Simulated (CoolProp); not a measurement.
Vapour-liquid equilibrium of R143a (1) + isobutane (2) at 0.744 bar; x and y are mole fractions of (1).

Model: multi-fluid Helmholtz-energy mixture model, Lemmon and Jacobsen 2000 and Bücker 2006; pair parameters Bell 2016, in CoolProp.

```json
[
 {"x": "0.05", "bubble temperature, mixture model (K)": "239.9", "bubble temperature, Raoult's law (K)": "250.1", "y, mixture model": "0.477", "y, Raoult's law": "0.189"},
 {"x": "0.125", "bubble temperature, mixture model (K)": "230.1", "bubble temperature, Raoult's law (K)": "245.3", "y, mixture model": "(withheld)", "y, Raoult's law": "0.394"},
 {"x": "0.2", "bubble temperature, mixture model (K)": "225.8", "bubble temperature, Raoult's law (K)": "241.4", "y, mixture model": "0.768", "y, Raoult's law": "0.538"},
 {"x": "0.275", "bubble temperature, mixture model (K)": "223.7", "bubble temperature, Raoult's law (K)": "238.0", "y, mixture model": "0.801", "y, Raoult's law": "0.644"},
 {"x": "0.35", "bubble temperature, mixture model (K)": "222.6", "bubble temperature, Raoult's law (K)": "235.1", "y, mixture model": "0.818", "y, Raoult's law": "0.723"},
 {"x": "0.425", "bubble temperature, mixture model (K)": "(withheld)", "bubble temperature, Raoult's law (K)": "232.5", "y, mixture model": "(withheld)", "y, Raoult's law": "0.785"},
 {"x": "0.5", "bubble temperature, mixture model (K)": "221.6", "bubble temperature, Raoult's law (K)": "230.3", "y, mixture model": "0.835", "y, Raoult's law": "0.834"},
 {"x": "0.575", "bubble temperature, mixture model (K)": "(withheld)", "bubble temperature, Raoult's law (K)": "228.2", "y, mixture model": "0.842", "y, Raoult's law": "0.873"},
 {"x": "0.65", "bubble temperature, mixture model (K)": "220.9", "bubble temperature, Raoult's law (K)": "226.4", "y, mixture model": "0.851", "y, Raoult's law": "0.905"},
 {"x": "0.725", "bubble temperature, mixture model (K)": "220.6", "bubble temperature, Raoult's law (K)": "224.7", "y, mixture model": "(withheld)", "y, Raoult's law": "0.932"},
 {"x": "0.8", "bubble temperature, mixture model (K)": "(withheld)", "bubble temperature, Raoult's law (K)": "223.2", "y, mixture model": "0.882", "y, Raoult's law": "0.955"},
 {"x": "0.875", "bubble temperature, mixture model (K)": "219.9", "bubble temperature, Raoult's law (K)": "221.7", "y, mixture model": "0.910", "y, Raoult's law": "0.974"},
 {"x": "0.95", "bubble temperature, mixture model (K)": "219.6", "bubble temperature, Raoult's law (K)": "220.4", "y, mixture model": "0.955", "y, Raoult's law": "0.990"}
]
```

Problem. Fill in the missing entries.

Solution. 
- 0.125, y, mixture model: 0.695
- 0.425, bubble temperature, mixture model (K): 222.0
- 0.425, y, mixture model: 0.828
- 0.575, bubble temperature, mixture model (K): 221.3
- 0.725, y, mixture model: 0.864
- 0.8, bubble temperature, mixture model (K): 220.2

The largest gap from Raoult's law is -15.6 K in bubble temperature, at x = 0.2. No azeotrope shows between x = 0.05 and 0.95.

Pair parameters are fitted to limited data, so mixtures are less certain than the pure fluids. With so large a gap from Raoult's law the liquid may split in two, which this calculation doesn't test in full.
